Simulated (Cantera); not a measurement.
## Stirred combustor or abatement burner

A perfectly stirred reactor is fed with 20.4 % H2, 16.7 % O2, 62.9 % N2, at 8.70 bar; it is adiabatic with a 650 K inlet, and is followed from long to short residence time, starting on the burning branch (τ in s: 0.069, 0.029, 0.013, 0.0054, 0.0023, 0.001, 0.00043, 0.00018, 7.9e-05, 3.4e-05, 1.5e-05).

Detailed kinetics in Cantera: the H2/O2 subset of GRI-Mech 3.0, which has no nitrogen chemistry. The hydrogen kinetics of GRI-Mech 3.0 are dated; newer H2 mechanisms differ, most at raised pressure.

```csv
τ (s),T (K),x H2,x O2,x OH,x H2O2,x HO2,x O
0.069,2147,0.000242,0.0720,0.00271,5.26e-7,5.75e-6,0.000179
0.029,2147,0.000254,0.0720,0.00274,5.30e-7,5.83e-6,0.000183
0.013,2146,0.000279,0.0720,0.00280,5.39e-7,6.00e-6,0.000192
0.0054,2145,0.000340,0.0720,0.00295,5.62e-7,6.42e-6,0.000215
0.0023,2142,0.000466,0.0719,0.00325,6.11e-7,7.34e-6,0.000265
0.0010,2138,0.000706,0.0719,0.00376,7.04e-7,9.27e-6,0.000364
0.00043,2130,0.00115,0.0718,0.00458,8.67e-7,1.32e-5,0.000557
0.00018,2116,0.00196,0.0717,0.00574,1.13e-6,2.09e-5,0.000919
7.9e-5,2095,0.00327,0.0716,0.00712,1.48e-6,3.39e-5,0.00150
3.4e-5,2061,0.00546,0.0719,0.00868,1.96e-6,5.65e-5,0.00247
1.5e-5,2010,0.00887,0.0726,0.0101,2.57e-6,9.23e-5,0.00384
```
x: mole fraction; the columns are a selection and need not sum to one.
